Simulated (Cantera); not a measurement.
Input: 1 mol SiCl₄, 2.1 mol O₃, 6.3 mol N₂, held at 1.33 mbar.

Method: chemical equilibrium by Gibbs-energy minimisation in Cantera with the NASA 1993 tables (ideal gas, pure condensed phases). Candidate condensed phases: Si, SiO₂, Si₂N₂O, Si₃N₄; 23 gas species. Kinetics and transport are ignored.

Problem. At 850 K, list the 4 most abundant gas species with their mole fractions, and the condensed phases.

Solution. N₂ 0.603, O₂ 0.206, Cl₂ 0.191, Cl 0.000334. Condensed: SiO₂(β-quartz).
